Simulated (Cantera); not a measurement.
A Cantera script and what it prints.

```python
import numpy as np
import cantera as ct

gas_names = """
    Cu CuF CuF2 CuO Cu2 F FO FO2 F2 F2O O O2 O3
""".split()
cond_names = """
    Cu(cr) Cu(L) CuF2(s) CuF2(L) CuO(s) Cu2O(s) Cu2O(L)
""".split()


# ... load() reads the species with a 1 bar reference pressure and builds the phases ...
atoms = {
    'CuO': {'Cu': 1, 'O': 1},
    'F2': {'F': 2},
}
top_T = {'CuO(s)': 1390}  # K; cautious upper limits of use, not melting points


# ... equilibrate(T, P, feed) seeds the gas with the atoms and calls Mixture.equilibrate('TP', solver="vcs", rtol=1e-11, max_steps=5000) ...
results = []
feed = {'CuO': 1, 'F2': 1.7}  # mol
P = 1.9  # Pa
for T in [873, 948, 1023, 1098, 1173, 1248, 1323, 1398, 1473, 1548, 1623, 1698, 1773]:
    mix = equilibrate(T, P, feed)
    results.append((T, P, feed, dict(zip(mix.species_names, mix.species_moles))))

top = {s: max(r[3][s] / sum(r[3][g] for g in gas_names) for r in results) for s in gas_names}
cols = sorted((s for s in top if top[s] > 1e-05), key=lambda s: -top[s])[:9]
seen = [c for c in cond_names if any(r[3].get(c, 0) > 1e-12 for r in results)]
print("log10 of partial pressures in bar; condensed amounts in mol")
print(f"{'T/K':>10s}" + "".join(f"{s[:9]:>10s}" for s in cols + seen))
for T, P, feed, n in results:
    ng = sum(n[g] for g in gas_names)
    print(f"{T:10.4g}" + "".join(f"{np.log10(max(n[s] / ng * P / 1e5, 1e-99)):10.3f}" for s in cols)
          + "".join(f"{n.get(c, 0):10.4g}" for c in seen))
```

Output:

```
log10 of partial pressures in bar; condensed amounts in mol
       T/K         F      CuF2        O2       CuF        F2         O        Cu   CuF2(s)
       873    -4.870    -6.858    -5.297   -15.667    -6.475   -14.370   -31.171    0.9863
       948    -4.911    -5.648    -5.355   -12.824    -7.333   -13.204   -26.235    0.7454
      1023    -5.038    -5.184    -5.485   -10.874    -8.253   -12.249   -22.405         0
      1098    -5.038    -5.184    -5.485    -9.700    -8.828   -11.367   -19.717         0
      1173    -5.037    -5.184    -5.485    -8.677    -9.331   -10.597   -17.371         0
      1248    -5.037    -5.185    -5.485    -7.777    -9.775    -9.919   -15.308         0
      1323    -5.035    -5.193    -5.487    -6.988   -10.165    -9.319   -13.488         0
      1398    -5.026    -5.229    -5.496    -6.319   -10.499    -8.785   -11.905         0
      1473    -5.002    -5.346    -5.521    -5.819   -10.768    -8.315   -10.600         0
      1548    -4.970    -5.598    -5.560    -5.524   -10.991    -7.898    -9.588         0
      1623    -4.948    -5.969    -5.592    -5.391   -11.209    -7.517    -8.796         0
      1698    -4.939    -6.391    -5.611    -5.342   -11.428    -7.164    -8.136         0
      1773    -4.936    -6.813    -5.625    -5.328   -11.640    -6.840    -7.557         0
```

Cantera equilibrium calculation (NASA polynomials, part measured and part estimated; ideal gas, pure solids and liquids).
